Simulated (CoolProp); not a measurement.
Vapour pressure (MPa) of chlorine: the reference equation beside estimates from Tc = 416.9 K, pc = 7.642 MPa, ω = 0.070.

Model: reference Helmholtz-energy equation of state, Thol 2021, in CoolProp.

```json
[
 {"T (K)": "332.3", "reference": "1.771", "van der Waals": "2.882", "Redlich-Kwong": "[?]", "Soave-Redlich-Kwong": "1.765", "Peng-Robinson": "1.751"},
 {"T (K)": "337", "reference": "1.958", "van der Waals": "3.075", "Redlich-Kwong": "[?]", "Soave-Redlich-Kwong": "[?]", "Peng-Robinson": "1.935"},
 {"T (K)": "341.7", "reference": "2.157", "van der Waals": "3.275", "Redlich-Kwong": "2.229", "Soave-Redlich-Kwong": "2.150", "Peng-Robinson": "2.132"},
 {"T (K)": "346.4", "reference": "2.371", "van der Waals": "3.484", "Redlich-Kwong": "[?]", "Soave-Redlich-Kwong": "2.363", "Peng-Robinson": "2.343"},
 {"T (K)": "351.1", "reference": "2.599", "van der Waals": "3.701", "Redlich-Kwong": "[?]", "Soave-Redlich-Kwong": "2.592", "Peng-Robinson": "2.569"},
 {"T (K)": "355.8", "reference": "2.842", "van der Waals": "3.927", "Redlich-Kwong": "2.928", "Soave-Redlich-Kwong": "2.835", "Peng-Robinson": "2.810"},
 {"T (K)": "360.5", "reference": "3.101", "van der Waals": "4.160", "Redlich-Kwong": "3.190", "Soave-Redlich-Kwong": "3.095", "Peng-Robinson": "3.068"},
 {"T (K)": "365.2", "reference": "3.375", "van der Waals": "4.402", "Redlich-Kwong": "3.468", "Soave-Redlich-Kwong": "3.370", "Peng-Robinson": "3.342"},
 {"T (K)": "369.9", "reference": "3.666", "van der Waals": "4.653", "Redlich-Kwong": "3.762", "Soave-Redlich-Kwong": "3.663", "Peng-Robinson": "3.633"},
 {"T (K)": "374.6", "reference": "3.975", "van der Waals": "4.912", "Redlich-Kwong": "4.071", "Soave-Redlich-Kwong": "3.973", "Peng-Robinson": "3.943"},
 {"T (K)": "379.3", "reference": "4.300", "van der Waals": "[?]", "Redlich-Kwong": "[?]", "Soave-Redlich-Kwong": "4.302", "Peng-Robinson": "4.271"},
 {"T (K)": "384", "reference": "4.645", "van der Waals": "[?]", "Redlich-Kwong": "4.741", "Soave-Redlich-Kwong": "4.649", "Peng-Robinson": "4.618"},
 {"T (K)": "388.7", "reference": "5.007", "van der Waals": "5.742", "Redlich-Kwong": "5.101", "Soave-Redlich-Kwong": "5.015", "Peng-Robinson": "4.985"},
 {"T (K)": "393.4", "reference": "5.390", "van der Waals": "6.037", "Redlich-Kwong": "5.479", "Soave-Redlich-Kwong": "5.401", "Peng-Robinson": "5.372"}
]
```

Problem. What belongs in the gaps?

Solution. 
- 332.3, Redlich-Kwong: 1.832
- 337, Redlich-Kwong: 2.024
- 337, Soave-Redlich-Kwong: 1.950
- 346.4, Redlich-Kwong: 2.447
- 351.1, Redlich-Kwong: 2.680
- 379.3, van der Waals: 5.180
- 379.3, Redlich-Kwong: 4.398
- 384, van der Waals: 5.457

Absolute difference from the reference over all 14 rows, mean and median: van der Waals 34.2 and 32.3 %, Redlich-Kwong 2.7 and 2.8 %, Soave-Redlich-Kwong 0.2 and 0.2 %, Peng-Robinson 0.9 and 1.0 %.
